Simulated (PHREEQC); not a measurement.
Solution (25 °C): 0.98 mmol/kgw H3PO4, 0.13 mmol/kgw K2HPO4 and 1.1 mmol/kgw NiSO4. It is in equilibrium with CO2 at log p = -3.4 (atm). Otherwise closed; pH follows from the charge balance.

The numbers come from PHREEQC with the ion-association model, wateq4f.dat.

| quantity | before | after |
|---|---|---|
| pH | 3.18 | 6.66 |
| ionic strength (mol/kgw) | 0.00491 | 0.00416 |
| H2PO4- (mol/kgw) | 0.00102 | 9.63e-5 |
| H3PO4 (mol/kgw) | 9.21e-5 | 2.89e-9 |
| HPO4-2 (mol/kgw) | 1.19e-7 | 3.36e-5 |
| HCO3- (mol/kgw) | 9.79e-9 | 2.95e-5 |

Problem. Name the change that produced these shifts.
A. NiSO4 left out
B. K2HPO4 from 0.00013 to 6.5e-05 mol/kgw
C. H3PO4 left out
D. H3PO4 replaced by NaH2PO4 at the same molality
E. temperature from 25 to 70 °C

Solution. C, H3PO4 left out

Precipitation was switched off in this run. Some of these states are supersaturated (in Ni3(PO4)2, for instance). H3PO4, which wateq4f.dat lacks, is added to it with the constant of phreeqc.dat. The database has no phosphate complexes of Ni.
